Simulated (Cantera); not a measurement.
Input (Python, Cantera) and output of one run.

```python
import numpy as np
import cantera as ct

gas_names = """
    AL ALH ALN ALO ALOH ALO2 ALO2H AL2 AL2O AL2O2 H HALO HNO HNO2 HNO3 HO2 H2 H2O H2O2 N NH NH2 NH3
    NH2OH NO NO2 NO3 N2 N2H2 N2H4 N2O O OH O2 O3
""".split()
cond_names = """
    AL(cr) AL(L) ALN(s) AL2O3(a) AL2O3(L) H2O(s) H2O(L)
""".split()


# ... load() reads the species with a 1 bar reference pressure and builds the phases ...
atoms = {
    'AlN': {'AL': 1, 'N': 1},
    'H2O': {'H': 2, 'O': 1},
}
top_T = {'ALN(s)': 2750}  # K; cautious upper limits of use, not melting points


# ... equilibrate(T, P, feed) seeds the gas with the atoms and calls Mixture.equilibrate('TP', solver="vcs", rtol=1e-11, max_steps=5000) ...
results = []
feed = {'AlN': 1, 'H2O': 0.59}  # mol
T = 1875  # K
for P in [1, 3.6, 13, 46, 170, 600, 2200, 7700, 28000, 100000]:
    mix = equilibrate(T, P, feed)
    results.append((T, P, feed, dict(zip(mix.species_names, mix.species_moles))))

top = {s: max(r[3][s] / sum(r[3][g] for g in gas_names) for r in results) for s in gas_names}
cols = sorted((s for s in top if top[s] > 1e-05), key=lambda s: -top[s])[:8]
seen = [c for c in cond_names if any(r[3].get(c, 0) > 1e-12 for r in results)]
print("log10 of partial pressures in bar; condensed amounts in mol")
print(f"{'P/Pa':>10s}" + "".join(f"{s[:9]:>10s}" for s in cols + seen))
for T, P, feed, n in results:
    ng = sum(n[g] for g in gas_names)
    print(f"{P:10.4g}" + "".join(f"{np.log10(max(n[s] / ng * P / 1e5, 1e-99)):10.3f}" for s in cols)
          + "".join(f"{n.get(c, 0):10.4g}" for c in seen))
```

Result:

```
log10 of partial pressures in bar; condensed amounts in mol
      P/Pa        H2        N2        AL      AL2O         H       ALH      ALOH       ALO    ALN(s)  AL2O3(a)
         1    -5.552    -5.546    -5.577    -6.223    -5.959    -8.779    -8.823    -9.012         0    0.1614
       3.6    -4.944    -4.976    -5.053    -5.525    -5.656    -7.952    -8.344    -8.837         0    0.1496
        13    -4.358    -4.408    -4.546    -4.849    -5.362    -7.151    -7.882    -8.668         0    0.1362
        46    -3.792    -3.852    -4.062    -4.204    -5.079    -6.385    -7.438    -8.507         0    0.1224
       170    -2.958    -3.351    -4.112    -4.270    -4.663    -6.018    -7.038    -8.523    0.5271    0.1871
       600    -2.358    -2.822    -4.376    -4.623    -4.363    -5.982    -6.826    -8.611    0.5966    0.1956
      2200    -1.785    -2.260    -4.657    -4.997    -4.076    -5.977    -6.633    -8.705    0.6054    0.1965
      7700    -1.240    -1.716    -4.929    -5.360    -3.803    -5.976    -6.451    -8.796    0.6065    0.1966
   2.8e+04    -0.678    -1.155    -5.210    -5.734    -3.523    -5.976    -6.264    -8.889    0.6067    0.1967
     1e+05    -0.125    -0.602    -5.486    -6.103    -3.246    -5.975    -6.079    -8.981    0.6067    0.1967
```

Cantera equilibrium calculation (NASA polynomials, part measured and part estimated; ideal gas, pure solids and liquids). Mutual solubility and eutectic melting of coexisting phases are not modelled. The tables' values for AlOH are old estimates; treat these amounts as uncertain. Condensed phases not in the tables: aluminium oxynitride.
